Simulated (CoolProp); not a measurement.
Vapour-liquid equilibrium of neopentane (1) + n-pentane (2) at 240 kPa; x and y are mole fractions of (1).

Computed with CoolProp (multi-fluid Helmholtz-energy mixture model, Lemmon 2006 and Thol 2019; pair parameters Bell 2016).

| x | bubble temperature, mixture model (K) | bubble temperature, Raoult's law (K) | y, mixture model | y, Raoult's law |
|---|---|---|---|---|
| 0.05 | 335.1 | 335.1 | 0.096 | 0.101 |
| 0.2 | 329.7 | 329.7 | 0.340 | 0.352 |
| 0.35 | 324.9 | 324.9 | 0.529 | 0.544 |
| 0.5 | 320.6 | 320.7 | 0.678 | 0.693 |
| 0.65 | 316.8 | 316.8 | (withheld) | 0.810 |
| 0.8 | 313.3 | 313.3 | (withheld) | 0.903 |
| 0.95 | 310.1 | 310.1 | (withheld) | 0.978 |

Q: Fill in the missing entries.

A: 
- 0.65, y, mixture model: 0.797
- 0.8, y, mixture model: 0.895
- 0.95, y, mixture model: 0.976

The largest gap from Raoult's law is -0.1 K in bubble temperature, at x = 0.5. No azeotrope shows between x = 0.05 and 0.95.

The pair parameters rest on a limited set of measurements; away from them the model extrapolates.
